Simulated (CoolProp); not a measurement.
Vapour-liquid equilibrium of R125 (1) + dimethyl ether (2) at 0.48 MPa; x and y are mole fractions of (1).

Computed with CoolProp (multi-fluid Helmholtz-energy mixture model, Lemmon 2005 and Wu 2011; pair parameters Bell 2016).

Task: Give the bubble temperature and the first vapour's composition at x = 0.05, 0.15, 0.25. Is there an azeotrope?

Result: x = 0.05: 290.4 K, y = 0.070; x = 0.15: 288.6 K, y = 0.210; x = 0.25: 286.6 K, y = 0.349. No azeotrope shows between x = 0.05 and 0.95.

Pair parameters are fitted to limited data, so mixtures are less certain than the pure fluids.
